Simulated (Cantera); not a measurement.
Charge: 1 mol B2O3, 0.74 mol SiCl4, 4 mol O2, at 875 K and 2600 Pa.

These are equilibrium values from Cantera (NASA tables, ideal gas, pure condensed phases), not measurements of a reactor. Candidate condensed phases: B, B2O3, Si, SiO2; 27 gas species. Condensed phases not in the tables: borates and borosilicate glass, alloys, solid solutions and most ternary compounds. The numbers say what is thermodynamically allowed, not how fast it happens.

Base state: O2 0.688, Cl2 0.312, Cl 0.000160 (mole fractions); condensed: B2O3(l) + SiO2(β-quartz).

Task: What changes in the equilibrium state with this change: temperature from 875 K to 1048.15 K?

Result: 
```json
[
 {"species": "O2", "before": "0.688", "after": "0.687"},
 {"species": "Cl2", "before": "0.312", "after": "0.310"},
 {"species": "Cl", "before": "0.000160", "after": "0.00267"},
 {"species": "ClO", "before": "1.95e-6", "after": "1.96e-5"},
 {"species": "B2O3(l), mol", "before": "1.00", "after": "1.00"},
 {"species": "SiO2(β-quartz), mol", "before": "0.740", "after": "0.740"}
]
```
Mutual solubility and eutectic melting of coexisting phases are not modelled.
